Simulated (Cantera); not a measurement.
A closed system holds: 1 mol Si(CH₃)₄, 0.39 mol C₃H₈, 540 mol H₂, equilibrated at 1000 Pa.

These are equilibrium values from Cantera (NASA tables, ideal gas, pure condensed phases), not measurements of a reactor. Candidate condensed phases: C, C₆H₆, C₇H₈, C₈H₁₈, Si, SiC; 87 gas species. Rates play no part.

### Question
At 1923 K, list the 4 most abundant gas species with their mole fractions, and the condensed phases.

### Answer
H₂ 0.990, H 0.00937, C₂H₂ (acetylene) 0.000447, Si 6.92e-5. Condensed: C(graphite) + SiC(s).
